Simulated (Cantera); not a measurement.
Input: 1 mol Si₂H₆, 8.3 mol NO, held at 5.40 mbar.

Cantera equilibrium calculation (NASA polynomials, part measured and part estimated; ideal gas, pure solids and liquids). Candidate condensed phases: H₂O, Si, SiO₂, Si₂N₂O, Si₃N₄; 35 gas species. The feed counts by its element totals alone. The tables hold silica as quartz up to 1696 K and as liquid above; real silica turns to tridymite and cristobalite and melts near 1996 K. Kinetics and transport are ignored. All values below are at 1648 K.

Base state: N₂ 0.531, H₂O 0.383, O₂ 0.0824, OH 0.00145, NO 0.00122, H₂ 0.000209, O 9.89e-5, H 1.75e-5 (mole fractions); condensed: SiO₂(β-quartz).

Q: What changes in the equilibrium state with this change: pressure from 5.40 mbar to 72.0 mbar?

A: 
| species | before | after |
|---|---|---|
| N₂ | 0.531 | 0.531 |
| H₂O | 0.383 | 0.384 |
| O₂ | 0.0824 | 0.0825 |
| OH | 0.00145 | 0.000757 |
| H | 1.75e-5 | 2.51e-6 |
| H₂ | 0.000209 | 5.72e-5 |
| O | 9.89e-5 | 2.71e-5 |
| SiO₂(β-quartz), mol | 2.00 | 2.00 |
Gases not in the tables: Si(OH)₄.
